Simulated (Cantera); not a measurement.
Feed: 1 mol SiCl₄, 6.6 mol O₃, 0.98 mol N₂O, equilibrated at 13.3 mbar.

Method: chemical equilibrium by Gibbs-energy minimisation in Cantera with the NASA 1993 tables (ideal gas, pure condensed phases). Candidate condensed phases: Si, SiO₂, Si₂N₂O, Si₃N₄; 23 gas species. The tables hold silica as quartz up to 1696 K and as liquid above; real silica turns to tridymite and cristobalite and melts near 1996 K. The numbers say what is thermodynamically allowed, not how fast it happens.

Q: At 1825 K, list the 5 most abundant gas species with their mole fractions, and the condensed phases.

A: O₂ 0.656, Cl 0.265, N₂ 0.0675, Cl₂ 0.00744, NO 0.00234. Condensed: SiO₂(condensed).
